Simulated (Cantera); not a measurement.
A Cantera script and what it prints.

```python
import numpy as np
import cantera as ct

gas_names = """
    F2 O2 PbO F
""".split()
cond_names = """
    PbO(rd) PbO(yw) PbO(L) PbF2(a) PbF2(b) PbF2(L)
""".split()


# ... load() reads the species with a 1 bar reference pressure and builds the phases ...
species = {s.name: s for s in load("nasa_gas.yaml", gas_names) + load("nasa_condensed.yaml", cond_names)}
# Each term lists the table entries of one substance; the one whose range holds T is used.
reactions = {
    '2 F2(g) + 2 PbO = 2 PbF2 + O2(g)':
        [(-2, ['F2']), (-2, ['PbO(rd)', 'PbO(yw)', 'PbO(L)']), (2, ['PbF2(a)', 'PbF2(b)', 'PbF2(L)']), (1, ['O2'])],
    'O2(g) + 2 PbF2 = 2 PbO(g) + 4 F(g)':
        [(-1, ['O2']), (-2, ['PbF2(a)', 'PbF2(b)', 'PbF2(L)']), (2, ['PbO']), (4, ['F'])],
}


def pick(names, T):
    return next(species[n] for n in names if species[n].thermo.min_temp <= T <= species[n].thermo.max_temp)


results = []
for label, terms in reactions.items():
    print(label)
    print("     T/K   dH/kJ  dS/(J/K)   dG/kJ   log10 K")
    for T in [1475, 1525, 1575, 1625, 1675]:
        used = [(nu, pick(names, T)) for nu, names in terms]
        dH = sum(nu * s.thermo.h(T) for nu, s in used) / 1e6
        dS = sum(nu * s.thermo.s(T) for nu, s in used) / 1e3
        dG = dH - T * dS / 1e3
        logK = -dG * 1e6 / (ct.gas_constant * T * np.log(10))
        results.append((label, T, dH, dS, dG, logK, [s.name for _, s in used]))
        print(f"{T:8g} {dH:8.1f} {dS:8.1f} {dG:8.1f} {logK:8.2f}")
```

Result:

```
2 F2(g) + 2 PbO = 2 PbF2 + O2(g)
     T/K   dH/kJ  dS/(J/K)   dG/kJ   log10 K
    1475   -881.2    -54.2   -801.3    28.38
    1525   -878.8    -52.6   -798.6    27.35
    1575   -876.4    -51.0   -796.0    26.40
    1625   -874.0    -49.5   -793.5    25.51
    1675   -871.6    -48.1   -791.1    24.67
O2(g) + 2 PbF2 = 2 PbO(g) + 4 F(g)
     T/K   dH/kJ  dS/(J/K)   dG/kJ   log10 K
    1475   1692.7    549.9    881.6   -31.22
    1525   1688.0    546.7    854.2   -29.26
    1575   1683.2    543.6    826.9   -27.42
    1625   1678.4    540.6    799.8   -25.71
    1675   1673.6    537.7    772.9   -24.10
```

Source: NASA polynomial tables (part measured, part estimated), evaluated in Cantera. Condensed species are held in their standard states even where they would react or evaporate.
